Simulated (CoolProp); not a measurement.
Vapour-liquid equilibrium of R124 (1) + R142b (2) at 338.2 K; x and y are mole fractions of (1).

The numbers come from the multi-fluid Helmholtz-energy mixture model, de Vries 1995 and Lemmon 2006; pair parameters Bell 2016 in CoolProp.

```csv
x,"bubble pressure, mixture model (MPa)","bubble pressure, Raoult's law (MPa)","y, mixture model","y, Raoult's law"
0.05,0.9929,0.9946,0.054,0.057
0.15,1.003,1.008,0.160,0.167
0.25,1.013,1.022,0.264,0.275
0.35,1.023,1.036,0.368,0.380
0.45,1.035,1.049,0.471,0.482
0.55,1.047,1.063,0.572,0.582
0.65,1.061,1.077,0.673,0.679
0.75,1.076,1.091,0.771,0.774
0.85,1.094,1.104,0.866,0.866
0.95,1.114,1.118,0.957,0.956
```

The largest gap from Raoult's law is -1.5 % in bubble pressure, at x = 0.55. No azeotrope shows between x = 0.05 and 0.95.

The pair parameters rest on a limited set of measurements; away from them the model extrapolates.
